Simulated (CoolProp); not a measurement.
The fluid at 293.15 K and 5.6 MPa flows at 17 m/s in a round tube of 2 mm bore and 1.5 µm roughness, fully developed (64/Re and Nu = 3.66 if laminar; Colebrook and Gnielinski if turbulent). The same conditions are run with several fluids, on thermodynamics alone (safety and materials aside).

Model: reference Helmholtz-energy equation of state of each fluid (sulfur hexafluoride: Guder 2009; n-heptane: Span 2003; R124: de Vries 1995; c-C4F8 (RC318): Platzer 1990; R141b: Lemmon 2006), in CoolProp. The equations of Platzer and Polt are older, rougher fits.

| fluid | Reynolds number | Darcy friction factor | pressure drop (Pa/m) | heat-transfer coefficient (W/(m² K)) | mass flow (kg/h) |
|---|---|---|---|---|---|
| sulfur hexafluoride | 325000 | 0.0194 | 2080000 | 40400 | 285 |
| n-heptane | [?] | [?] | 1150000 | [?] | 132 |
| R124 | 163000 | 0.0203 | 2050000 | [?] | 268 |
| c-C4F8 (RC318) | [?] | 0.0209 | 2340000 | 27400 | [?] |
| R141b | 93000 | 0.0215 | 1950000 | 26900 | [?] |

Q: Fill in the missing entries.

A: 
- n-heptane, Reynolds number: 53600
- n-heptane, Darcy friction factor: 0.0231
- n-heptane, heat-transfer coefficient (W/(m² K)): 24700
- R124, heat-transfer coefficient (W/(m² K)): 32100
- c-C4F8 (RC318), Reynolds number: 119000
- c-C4F8 (RC318), mass flow (kg/h): 298
- R141b, mass flow (kg/h): 241

Transport values come from each fluid's own correlations; those of R124, c-C4F8 (RC318), R141b are estimates that may be off by 10 % or more.
